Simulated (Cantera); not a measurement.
Thermodynamics of silicon nitride deposition, feed SiH2Cl2 + NH3 + N2

Charge: 1 mol SiH2Cl2, 5.6 mol NH3, 30 mol N2, at 1227 °C and 0.133 bar.

Cantera equilibrium calculation (NASA polynomials, part measured and part estimated; ideal gas, pure solids and liquids). Candidate condensed phases: NH4Cl, Si, Si3N4; 28 gas species. The tables' values for SiCl3 are old estimates; treat these amounts as uncertain. Rates play no part.

The x(N2) is 0.756, the x(H2) is 0.198 and the x(HCl) is 0.0465. The x(SiCl2) is 0.000212. The x(H) is 2.14e-5, the x(SiCl3) is 2.02e-5 and the x(SiCl4) is 6.10e-6. The x(Cl) is 4.06e-6. The x(SiHCl3) is 2.69e-6, the n(Si3N4(s)) is 0.330 mol and the gas amount is 42.54 mol. The log10 activity of Si(s) (absent) is -2.22.
